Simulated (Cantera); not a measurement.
Cantera with NASA thermochemical tables; ideal gases at 1 bar, condensed phases pure. Values are per mole of reaction as written; species without (g) are pure solids or liquids, kept so even where they would boil at 1 bar.

a) C + S₂(g) ⇌ CS₂(g)
b) 4 Na + S₂(g) ⇌ 2 Na₂S
c) 2 Ca + S₂(g) ⇌ 2 CaS

Question: Order these by ΔG° at 1173 K, most negative first.

Answer: c (-844 kJ), b (-568 kJ), a (-18 kJ)
